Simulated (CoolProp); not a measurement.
A simple Rankine cycle with chlorine: condensing at 321.15 K, boiler at 5.05 MPa, turbine inlet 404.2 K, turbine efficiency 0.9, pump efficiency 0.7, no recuperator. Each further row changes one setting.

Computed with CoolProp (reference Helmholtz-energy equation of state, Thol 2021).

```csv
case,thermal efficiency (%),net work (kJ/kg),heat in (kJ/kg),turbine exit temperature (K),volume ratio over the turbine
as stated,13.1,30.8,235,321.1,3.18
turbine inlet 424.2 K,13.7,34.7,254,321.1,2.97
condensing temperature 313.15 K,14.6,35.4,243,313.1,3.78
boiler pressure 3.53 MPa,10.5,27.0,256,322.7,2.13
turbine efficiency 0.8,11.5,27.0,235,321.1,3.24
```

The expansion ends wet for: as stated; turbine inlet 424.2 K; condensing temperature 313.15 K; turbine efficiency 0.8.
